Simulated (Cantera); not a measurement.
A perfectly stirred reactor is fed with CO : O2 : H2O : N2 = 0.0065 : 0.004 : 0.098 : 1 (molar parts), equivalence ratio 0.81, at 10.0 bar; it is held at 950 K, and followed from long to short residence time.

Computed with Cantera and GRI-Mech 3.0 (53 species, 325 reactions).

Q: What does this change do: 0.052 parts CH4 added?

A: 
```
quantity                 before    after
---------------------  --------  -------
x(CO) at τ = 14.0 s     0.00236  0.00559
x(O2) at τ = 14.0 s     0.00187  0.00343
x(H2O) at τ = 14.0 s     0.0885   0.0845
x(CO2) at τ = 14.0 s    0.00352  1.48e-5
x(NO2) at τ = 14.0 s   4.28e-12   <1e-12
x(CO) at τ = 78.0 ms    0.00584  0.00560
x(O2) at τ = 78.0 ms    0.00360  0.00345
x(H2O) at τ = 78.0 ms    0.0884   0.0844
x(CO2) at τ = 78.0 ms   2.45e-5  4.55e-8
x(NO2) at τ = 78.0 ms    <1e-12   <1e-12
```
